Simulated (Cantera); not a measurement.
An adiabatic, constant-volume homogeneous reactor starts with CH3OH : O2 : N2 = 1 : 2.08 : 7.83 (molar parts), at 1048 K and 3.60 bar.

Computed with Cantera and GRI-Mech 3.0 (53 species, 325 reactions). GRI-Mech 3.0 was tuned for natural gas; its chemistry of methanol as a main component is partial and can be far from experiment.

x: mole fraction; the columns are a selection and need not sum to one.

```csv
t (s),T (K),P (bar),x CH3OH,x O2,x OH,x O,x CO2,x H2O2,x CH4
3.00e-6,1048,3.60,0.0917,0.191,2.01e-12,<1e-12,1.65e-11,<1e-12,4.68e-12
8.02e-6,1048,3.60,0.0917,0.191,2.01e-12,<1e-12,4.44e-11,<1e-12,3.12e-11
2.14e-5,1048,3.60,0.0917,0.191,2.03e-12,<1e-12,1.19e-10,<1e-12,1.86e-10
5.73e-5,1048,3.60,0.0917,0.191,2.04e-12,<1e-12,3.18e-10,<1e-12,8.92e-10
0.000153,1048,3.60,0.0917,0.191,2.05e-12,<1e-12,8.51e-10,<1e-12,3.18e-9
0.000410,1048,3.60,0.0917,0.191,2.05e-12,<1e-12,2.28e-9,1.24e-11,9.42e-9
0.00110,1048,3.60,0.0917,0.191,2.07e-12,<1e-12,6.08e-9,2.12e-10,2.61e-8
0.00293,1048,3.60,0.0917,0.191,2.33e-12,<1e-12,1.63e-8,___,7.04e-8
0.00783,1048,3.60,0.0917,0.191,4.72e-12,<1e-12,4.35e-8,___,1.88e-7
0.0209,1048,3.60,0.0917,0.191,2.62e-11,<1e-12,1.17e-7,___,4.92e-7
0.0560,1051,3.61,0.0907,0.190,6.87e-9,1.36e-10,9.42e-7,___,1.17e-6
0.150,2676,9.73,<1e-12,0.0463,0.0120,0.00226,0.0766,1.10e-6,<1e-12
0.400,2676,9.73,<1e-12,0.0463,0.0120,0.00226,0.0766,1.10e-6,<1e-12
```

Q: Complete the blanks.

A: 
- 0.00293, x H2O2: 2.93e-9
- 0.00783, x H2O2: 2.98e-8
- 0.0209, x H2O2: 2.74e-7
- 0.0560, x H2O2: 7.51e-5
